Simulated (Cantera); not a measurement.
Charge: 1 mol Si(CH₃)₄, 0.0086 mol C₃H₈, 920 mol H₂, 0.55 mol CH₄, equilibrated at 2250 K and 7.20 mbar.

Cantera equilibrium calculation (NASA polynomials, part measured and part estimated; ideal gas, pure solids and liquids). Candidate condensed phases: C, C₆H₆, C₇H₈, C₈H₁₈, Si, SiC; 87 gas species. The numbers say what is thermodynamically allowed, not how fast it happens.

What is the equilibrium state?


| Property | Value |
|---|---|
| x(H₂) | 0.913 |
| x(H) | 0.0836 |
| x(C₂H₂ (acetylene)) | 0.00226 |
| x(Si) | 0.000911 |
| x(SiC₂) | 7.81e-5 |
| x(SiH) | 2.97e-5 |
| x(C₂H) | 8.23e-6 |
| x(Si₂C) | 4.83e-6 |
| x(SiH₂) | 3.79e-6 |
| gas amount | 968.6 mol |
| log10 activity of C(graphite) (absent) | -0.07 |
| log10 activity of Si(l) (absent) | -1.96 |
